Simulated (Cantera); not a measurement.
What does this Cantera script print?

```python
import numpy as np
import cantera as ct

gas_names = """
    O2 H2O
""".split()
cond_names = """
    Ba(L) BaO(s) BaO2H2(L)
""".split()


# ... load() reads the species with a 1 bar reference pressure and builds the phases ...
species = {s.name: s for s in load("nasa_gas.yaml", gas_names) + load("nasa_condensed.yaml", cond_names)}
T = 1275
g = {n: (s.thermo.h(T) - T * s.thermo.s(T)) / (ct.gas_constant * T * np.log(10)) for n, s in species.items()}
valid = cond_names  # the entries whose range holds T


def stable(la, lb):
    # potentials (over RT ln 10) of the two non-metals from log10 p(O2) and log10 p(H2O) in bar
    mu = {}
    mu["O"] = (g["O2"] + la) / 2
    mu["H"] = (g["H2O"] + lb - 1 * mu["O"]) / 2
    cost = {}
    for n in valid:
        c = species[n].composition
        cost[n] = (g[n] - sum(c.get(e, 0) * m for e, m in mu.items())) / c["Ba"]
    return min(cost, key=cost.get)


results = []
for lb in [1, -0.2, -1.3, -2.5, -3.6, -4.8, -5.9, -7.1, -8.2, -9.4, -10.5, -11.7, -12.8, -14]:
    row = [stable(la, lb) for la in [-23, -21.5, -20, -18.5, -17, -15.5, -14, -12.5, -11, -9.5, -8, -6.5, -5, -3.5, -2, -0.5, 1]]
    results.append(row)
    print(f"{lb:6.1f}  " + " ".join(f"{valid.index(n):x}" for n in row))
print("key: " + ", ".join(f"{i:x} {n}" for i, n in enumerate(valid)))
```

Output:

```
   1.0  2 2 2 2 2 2 2 2 2 2 2 2 2 2 2 2 2
  -0.2  1 1 1 1 1 1 1 1 1 1 1 1 1 1 1 1 1
  -1.3  1 1 1 1 1 1 1 1 1 1 1 1 1 1 1 1 1
  -2.5  1 1 1 1 1 1 1 1 1 1 1 1 1 1 1 1 1
  -3.6  1 1 1 1 1 1 1 1 1 1 1 1 1 1 1 1 1
  -4.8  1 1 1 1 1 1 1 1 1 1 1 1 1 1 1 1 1
  -5.9  1 1 1 1 1 1 1 1 1 1 1 1 1 1 1 1 1
  -7.1  1 1 1 1 1 1 1 1 1 1 1 1 1 1 1 1 1
  -8.2  1 1 1 1 1 1 1 1 1 1 1 1 1 1 1 1 1
  -9.4  1 1 1 1 1 1 1 1 1 1 1 1 1 1 1 1 1
 -10.5  1 1 1 1 1 1 1 1 1 1 1 1 1 1 1 1 1
 -11.7  1 1 1 1 1 1 1 1 1 1 1 1 1 1 1 1 1
 -12.8  1 1 1 1 1 1 1 1 1 1 1 1 1 1 1 1 1
 -14.0  1 1 1 1 1 1 1 1 1 1 1 1 1 1 1 1 1
key: 0 Ba(L), 1 BaO(s), 2 BaO2H2(L)
```

Cantera with NASA thermochemical tables; ideal gases at 1 bar, condensed phases pure. Not in the tables: the peroxide. Part of the grid cannot be reached: there another gas would pass 10 bar, or a non-metal would condense.
